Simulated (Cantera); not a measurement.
**Diamond growth**

A diamond (100) surface in a fixed gas of H2 with x(CH4) = 0.012, x(H) = 0.0033, at 1348 K, 12000 Pa; coverages are run to steady state.

Model: the Harris–Goodwin 1993 mechanism for the reconstructed diamond (100) surface, integrated in Cantera.

```tsv
x(CH3)	growth (µm/h)	θ c6HH	θ c6H*	θ c6*H	θ c6**	θ c6HM
1e-06	0.0256	0.371	0.0536	0.529	0.0462	2.16e-6
2.5e-06	0.0641	0.371	0.0536	0.529	0.0462	5.41e-6
6e-06	0.154	0.371	0.0536	0.529	0.0462	1.30e-5
1.5e-05	0.384	0.371	0.0536	0.529	0.0462	3.24e-5
3.6e-05	0.921	0.371	0.0536	0.529	0.0461	7.78e-5
8.9e-05	2.27	0.371	0.0536	0.529	0.0460	0.000192
0.00022	5.57	0.370	0.0535	0.529	0.0456	0.000473
0.00053	13.2	0.370	0.0534	0.527	0.0447	0.00113
0.0013	31.1	0.369	0.0531	0.525	0.0426	0.00271
```
θ: site fractions in the mechanism's names (c6HH fully hydrogenated, c6H* and c6*H radical sites, c6** diradical, c6HM methylated).
